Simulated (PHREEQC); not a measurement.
Synthetic water in mg/L, 20 °C, pH 6.85, pe 1.2:

```json
[
 {"constituent": "Na", "mg/L": "7090"},
 {"constituent": "K", "mg/L": "3280"},
 {"constituent": "Ca", "mg/L": "3220"},
 {"constituent": "Mg", "mg/L": "5430"},
 {"constituent": "Cl", "mg/L": "21600"},
 {"constituent": "S(6) as SO4", "mg/L": "4470"},
 {"constituent": "Alkalinity as HCO3", "mg/L": "28.6"},
 {"constituent": "Mn(2)", "mg/L": "89.4"}
]
```

Valence states are taken as typed.

All values are PHREEQC results (ion-association model, phreeqc.dat), not measurements.

```json
{
 "ionic_strength": "1.14 mol/kgw",
 "activity_of_water": "0.976",
 "density": "1.037 g/cm³",
 "charge_balance_error": "18.9 %"
}
```

| species | molality | activity | log γ |
|---|---|---|---|
| Cl- | 0.637 | 0.386 | -0.218 |
| Na+ | 0.319 | 0.237 | -0.129 |
| Mg+2 | 0.211 | 0.0650 | -0.511 |
| K+ | 0.0867 | 0.0516 | -0.225 |
| Ca+2 | 0.0783 | 0.0198 | -0.598 |
| MgSO4 | 0.0228 | 0.0296 | 0.114 |
| SO4-2 | 0.0150 | 0.00222 | -0.830 |
| CaSO4 | 0.00578 | 0.00751 | 0.114 |
| NaSO4- | 0.00392 | 0.00255 | -0.187 |
| KSO4- | 0.00113 | 0.000736 | -0.187 |
| Mn+2 | 0.00106 | 0.000213 | -0.696 |
| MnCl+ | 0.000527 | 0.000335 | -0.196 |
| HCO3- | 0.000226 | 0.000147 | -0.187 |
| MgHCO3+ | 0.000184 | 0.000110 | -0.225 |
| MnSO4 | 5.88e-5 | 7.64e-5 | 0.114 |

Precipitation was switched off in this run. Saturation is exceeded, for instance for Gypsum, Rhodochrosite; the values hold only as long as no solid forms. Caution: at this ionic strength the ion-association model is outside its range; a Pitzer model would be the better tool where its parameters exist. Species that the database lacks are ignored.
